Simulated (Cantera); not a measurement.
## Ignition delay

Mixture: CH3OH : O2 : N2 = 1 : 1.15 : 4.04 (molar parts), at 3.40 bar, adiabatic and at constant pressure. Ignition delay is the time to a rise of 400 K.

Computed with Cantera and GRI-Mech 3.0 (53 species, 325 reactions). GRI-Mech 3.0 was tuned for natural gas; its chemistry of methanol as a main component is partial and can be far from experiment.

```
T0 (K)  delay (ms)
------  ----------
1150          7.49
1200          3.13
1250          1.41
1300         0.681
1350         0.351
1400         0.192
1450         0.110
```

apparent activation energy between 1350 and 1450 K: 190 kJ/mol
